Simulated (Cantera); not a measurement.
Input (Python, Cantera) and output of one run.

```python
import numpy as np
import cantera as ct

gas_names = """
    H HNO HNO2 HNO3 HO2 H2 H2O H2O2 N NH NH2 NH3 NH2OH NO NO2 NO3 N2 N2H2 N2H4 N2O O OH O2 O3 Si SiH
    SiH2 SiH3 SiH4 SiN SiO SiO2 Si2 Si2N Si3
""".split()
cond_names = """
    H2O(s) H2O(L) Si(cr) Si(L) SiO2(Lqz) SiO2(hqz) SiO2(L) Si2N2O(s) Si3N4(a)
""".split()


# ... load() reads the species with a 1 bar reference pressure and builds the phases ...
atoms = {
    'Si': {'Si': 1},
    'N2O': {'N': 2, 'O': 1},
    'H2': {'H': 2},
}
top_T = {'Si2N2O(s)': 2100, 'Si3N4(a)': 2400}  # K; cautious upper limits of use, not melting points


# ... equilibrate(T, P, feed) seeds the gas with the atoms and calls Mixture.equilibrate('TP', solver="vcs", rtol=1e-11, max_steps=5000) ...
results = []
feed = {'Si': 1, 'N2O': 0.049, 'H2': 4}  # mol
P = 1000  # Pa
for T in [925, 1075, 1225, 1375, 1525, 1675, 1825, 1975, 2125]:
    mix = equilibrate(T, P, feed)
    results.append((T, P, feed, dict(zip(mix.species_names, mix.species_moles))))
    x = sorted(zip(gas.X, gas.species_names), reverse=True)
    print(f"T = {T:g} K  P = {P:g} Pa  gas = {mix.phase_moles(0):.4g} mol")
    print("   x: " + "  ".join(f"{s} {v:.3e}" for v, s in x if v > 1e-06))
    print("   condensed (mol): " + ("  ".join(f"{mix.phase(i).name} {mix.phase_moles(i):.4g}"
          for i in range(1, mix.n_phases) if mix.phase_moles(i) > 1e-12) or "none"))
```

Result:

```
T = 925 K  P = 1000 Pa  gas = 4 mol
   x: H2 1.000e+00
   condensed (mol): Si(cr) 0.902  Si2N2O(s) 0.049
T = 1075 K  P = 1000 Pa  gas = 4 mol
   x: H2 1.000e+00
   condensed (mol): Si(cr) 0.902  Si2N2O(s) 0.049
T = 1225 K  P = 1000 Pa  gas = 4 mol
   x: H2 1.000e+00  H 3.117e-06
   condensed (mol): Si(cr) 0.902  Si2N2O(s) 0.049
T = 1375 K  P = 1000 Pa  gas = 4 mol
   x: H2 9.999e-01  H 3.426e-05  N2 3.172e-05  SiO 3.172e-05
   condensed (mol): Si(cr) 0.9021  Si2N2O(s) 0.04887
T = 1525 K  P = 1000 Pa  gas = 4.009 mol
   x: H2 9.976e-01  N2 1.100e-03  SiO 1.100e-03  H 2.363e-04  SiH2 2.051e-06  Si 1.888e-06
   condensed (mol): Si(cr) 0.9064  Si2N2O(s) 0.04459
T = 1675 K  P = 1000 Pa  gas = 4.101 mol
   x: H2 9.749e-01  SiO 1.195e-02  N2 1.195e-02  H 1.146e-03  Si 4.340e-05  SiH2 1.096e-05  SiH 7.195e-06
   condensed (mol): Si(cr) 0.9507
T = 1825 K  P = 1000 Pa  gas = 4.109 mol
   x: H2 9.713e-01  SiO 1.193e-02  N2 1.192e-02  H 4.340e-03  Si 4.548e-04  SiH 4.762e-05  SiH2 3.458e-05  Si2N 3.199e-06  Si2 2.960e-06  SiN 2.044e-06
   condensed (mol): Si(L) 0.9487
T = 1975 K  P = 1000 Pa  gas = 4.14 mol
   x: H2 9.593e-01  H 1.340e-02  SiO 1.184e-02  N2 1.182e-02  Si 3.232e-03  SiH 2.279e-04  SiH2 8.819e-05  Si2 3.152e-05  Si2N 1.307e-05  SiN 9.721e-06  Si3 6.843e-06
   condensed (mol): Si(L) 0.9358
T = 2125 K  P = 1000 Pa  gas = 4.249 mol
   x: H2 9.233e-01  H 3.489e-02  Si 1.736e-02  SiO 1.153e-02  N2 1.149e-02  SiH 8.585e-04  Si2 2.386e-04  SiH2 1.913e-04  Si3 4.821e-05  Si2N 4.301e-05  SiN 3.660e-05
   condensed (mol): Si(L) 0.8696
```

Cantera equilibrium calculation (NASA polynomials, part measured and part estimated; ideal gas, pure solids and liquids). Mutual solubility and eutectic melting of coexisting phases are not modelled. The tables' values for SiN are old estimates; treat these amounts as uncertain. Gases not in the tables: Si2H6 and higher silanes.
